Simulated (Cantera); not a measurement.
A Cantera script and its output.

```python
import numpy as np
import cantera as ct

gas = ct.Solution("gri30.yaml")
gas.TPX = 950, 1100000, {'CH4': 0.009, 'O2': 0.0041, 'N2': 1}
inlet = ct.Reservoir(gas, clone=True)

reactor = ct.IdealGasConstPressureReactor(gas, energy="off", clone=False)
exhaust = ct.Reservoir(gas, clone=True)
tau = [13, 4.4, 1.5, 0.48, 0.16, 0.053, 0.018, 0.0058, 0.0019, 0.00064][0]
for a, b in ((inlet, reactor), (reactor, exhaust)):
    ct.MassFlowController(a, b, mdot=lambda t: reactor.mass / tau)
net = ct.ReactorNet([reactor])
show = ['CH4', 'O2', 'C2H6', 'HO2', 'CH2CO', 'CH2O']

rows = []
print(f"{'tau/s':>10s}{'T/K':>9s}" + "".join(f"{s:>11s}" for s in show))
for tau in [13, 4.4, 1.5, 0.48, 0.16, 0.053, 0.018, 0.0058, 0.0019, 0.00064]:
    net.initial_time = 0.0
    net.advance(30 * tau)
    before = gas.X
    net.advance(40 * tau)
    drift = np.max(np.abs(gas.X - before) / (gas.X + 1e-9))
    rows.append([gas.T, *gas[show].X, drift])
    print(f"{tau:10.3e}{gas.T:9.1f}" + "".join(f"{x:11.3e}" for x in gas[show].X))
```

Result:

```
     tau/s      T/K        CH4         O2       C2H6        HO2      CH2CO       CH2O
 1.300e+01    950.0  6.128e-03  7.312e-04  5.177e-05  2.583e-07  5.853e-06  5.527e-05
 4.400e+00    950.0  6.412e-03  1.196e-03  5.710e-05  4.641e-07  5.201e-06  8.541e-05
 1.500e+00    950.0  7.013e-03  1.984e-03  5.980e-05  7.347e-07  3.626e-06  1.229e-04
 4.800e-01    950.0  8.883e-03  4.047e-03  4.802e-08  1.328e-09  1.011e-13  1.277e-07
 1.600e-01    950.0  8.884e-03  4.047e-03  1.134e-08  1.067e-09  5.081e-15  3.531e-08
 5.300e-02    950.0  8.884e-03  4.047e-03  1.673e-09  8.233e-10  1.498e-16  7.579e-09
 1.800e-02    950.0  8.884e-03  4.047e-03  7.697e-11  4.985e-10  8.388e-19  9.017e-10
 5.800e-03    950.0  8.884e-03  4.047e-03  1.293e-12  2.165e-10  1.032e-21  6.334e-11
 1.900e-03    950.0  8.884e-03  4.047e-03  2.949e-14  7.973e-11  2.012e-24  5.347e-12
 6.400e-04    950.0  8.884e-03  4.047e-03  9.788e-16  2.799e-11  6.898e-27  5.602e-13
```

Model: GRI-Mech 3.0 (53 species, 325 reactions), integrated in Cantera.
